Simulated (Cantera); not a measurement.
A perfectly stirred reactor is fed with 94.7 % N2O, 5.30 % H2O, at 1.00 bar; it is held at 1250 K, and followed from long to short residence time.

Computed with Cantera and GRI-Mech 3.0 (53 species, 325 reactions). GRI-Mech 3.0 was tuned for natural gas; its chemistry of N2O as a main component is partial and can be far from experiment. The mechanism lacks the step 2 NO + O2 → 2 NO2, which can matter for NO2 below about 1400 K. The temperature is held fixed by assumption; the heat of reaction is taken as removed at once.

x: mole fraction; the columns are a selection and need not sum to one.

```tsv
τ (s)	x N2O	x H2O	x H	x HO2	x H2	x NO2	x N2
3.6	0.123	0.0382	2.68e-9	1.34e-7	(withheld)	0.000569	0.542
0.67	0.379	0.0428	4.40e-9	2.97e-7	(withheld)	0.000791	0.369
0.13	0.713	0.0488	5.63e-9	8.69e-7	(withheld)	0.000808	0.151
0.023	0.893	0.0520	6.53e-9	2.62e-6	(withheld)	0.000501	0.0351
0.0044	0.936	0.0528	6.92e-9	5.25e-6	(withheld)	0.000152	0.00714
0.00082	0.945	0.0530	5.72e-9	6.90e-6	(withheld)	1.64e-5	0.00133
0.00015	0.947	0.0530	2.74e-9	3.22e-6	(withheld)	3.41e-7	0.000235
```

Q: Fill in the missing entries.

A: 
- 3.6, x H2: 4.37e-8
- 0.67, x H2: 6.09e-8
- 0.13, x H2: 8.01e-8
- 0.023, x H2: 1.21e-7
- 0.0044, x H2: 1.94e-7
- 0.00082, x H2: 1.38e-7
- 0.00015, x H2: 1.94e-8
